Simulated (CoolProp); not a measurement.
Dimethyl carbonate along the isotherm 326.85 °C: density (kg/m³) from the reference equation and from simpler models built on Tc = 283.9 °C, pc = 49.09 bar, ω = 0.346; each cubic takes its own stable root.

The numbers come from the reference Helmholtz-energy equation of state, Zhou 2011 in CoolProp.

```json
[
 {"p (bar)": "10.2", "phase": "gas", "reference": "19.55"},
 {"p (bar)": "20.5", "phase": "gas", "reference": "42.07"},
 {"p (bar)": "30.7", "phase": "gas", "reference": "68.22"},
 {"p (bar)": "40.9", "phase": "gas", "reference": "100.1"},
 {"p (bar)": "51.1", "phase": "supercritical", "reference": "141.3"},
 {"p (bar)": "61.4", "phase": "supercritical", "reference": "198.5"},
 {"p (bar)": "71.6", "phase": "supercritical", "reference": "277.7"},
 {"p (bar)": "81.8", "phase": "supercritical", "reference": "368.3"},
 {"p (bar)": "92", "phase": "supercritical", "reference": "436.6"},
 {"p (bar)": "102", "phase": "supercritical", "reference": "481.4"},
 {"p (bar)": "112", "phase": "supercritical", "reference": "513.8"},
 {"p (bar)": "123", "phase": "supercritical", "reference": "541.1"}
]
```

Q: How far does each simpler model (ideal gas, Redlich-Kwong) lie from the reference over these 12 states: mean and median of the absolute difference, and the worst?

A: 
- ideal gas: mean 41.5 %, median 48.8 %, worst -62.0 % at 326.85 °C and 92 bar
- Redlich-Kwong: mean 3.9 %, median 3.2 %, worst +8.7 % at 326.85 °C and 71.6 bar
